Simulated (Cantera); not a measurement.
An isothermal, constant-pressure homogeneous reactor starts with CH4 : H2O = 1 : 1.4 (molar parts), at 1598 K and 24.0 bar. Integrator tolerance rtol = 1e-08.

Model: GRI-Mech 3.0 (53 species, 325 reactions), integrated in Cantera. The pressure lies above the range GRI-Mech 3.0 was tuned for (to about 10 atm).

Problem. What does this change do: CH4 1 to 0.48 parts?

Solution. 
| quantity | before | after |
|---|---|---|
| x(CH4) at 200 s | 0.000683 (gas-phase equilibrium 0.000707) | 5.72e-5 (gas-phase equilibrium 5.97e-5) |
| x(H2O) at 200 s | 0.0830 (gas-phase equilibrium 0.0830) | 0.298 (gas-phase equilibrium 0.298) |
| x(CH2CO) at 200 s | 8.32e-9 (gas-phase equilibrium 8.79e-9) | 5.93e-10 (gas-phase equilibrium 6.26e-10) |
| x(C2H4) at 200 s | 4.65e-8 (gas-phase equilibrium 4.99e-8) | 5.46e-10 (gas-phase equilibrium 5.93e-10) |
| x(H2) at 200 s | 0.689 (gas-phase equilibrium 0.689) | 0.533 (gas-phase equilibrium 0.533) |
| x(O2) at 200 s | <1e-12 (gas-phase equilibrium <1e-12) | <1e-12 (gas-phase equilibrium <1e-12) |
| x(CO2) at 200 s | 0.00876 (gas-phase equilibrium 0.00877) | 0.0265 (gas-phase equilibrium 0.0265) |
